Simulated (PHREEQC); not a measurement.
Na2CO3 is added in steps, without added water, to 1 kg of water holding 7.1 mmol/kgw Cu(NO3)2, 0.4 mmol/kgw HCl and 0.19 mmol/kgw NaCl, at 25 °C. Oxygen alone is held at its pressure in air (log pO2 = -0.68). No CO2 enters from the air. Solids allowed: Cu(OH)2, Malachite, Atacamite, Cu2(OH)3NO3, Halite, Nahcolite, Natron. Others were left out.

Base run: PHREEQC, ion-association model, wateq4f.dat. Each further column changes one thing. The table gives Cu+2 (mol/kgw).

```csv
Na2CO3 added (mol),base,HCl replaced by SrCl2 at the same molality,diluted 100-fold with water,NaCl from 0.00019 to 3.8e-05 mol/kgw,no solid may form
0,0.00709,0.00707,7.07e-5,0.00709,0.00709
0.0012,0.00607,0.00587,6.73e-13,0.00607,0.00548
0.0024,0.00487,0.00467,3.08e-13,0.00487,0.00384
0.003,0.00428,0.00408,2.49e-13,0.00428,0.00315
0.0042,0.00309,0.00289,1.86e-13,0.00309,0.00201
0.0054,0.00192,0.00172,1.53e-13,0.00192,0.00119
0.0066,0.000782,0.000600,1.33e-13,0.000782,0.000649
0.0078,3.54e-5,1.71e-5,1.19e-13,3.53e-5,0.000320
0.009,1.93e-6,1.15e-6,1.08e-13,1.93e-6,0.000144
0.0096,6.46e-7,3.47e-7,1.04e-13,6.44e-7,9.38e-5
0.0108,2.49e-8,1.92e-8,9.72e-14,2.48e-8,3.68e-5
0.012,1.57e-10,1.48e-10,9.16e-14,1.56e-10,1.28e-5
```

The database's constant for dissolved Cu(OH)2 is higher than later reviews accept. In at least one series the solution becomes supersaturated in solids that the run did not let form, among them Cu(OH)2, Malachite, Atacamite, Cu2(OH)3NO3. Solids allowed in the column 'HCl replaced by SrCl2 at the same molality': Strontianite, Cu(OH)2, Malachite, Atacamite, Cu2(OH)3NO3, Halite, Nahcolite, Natron.
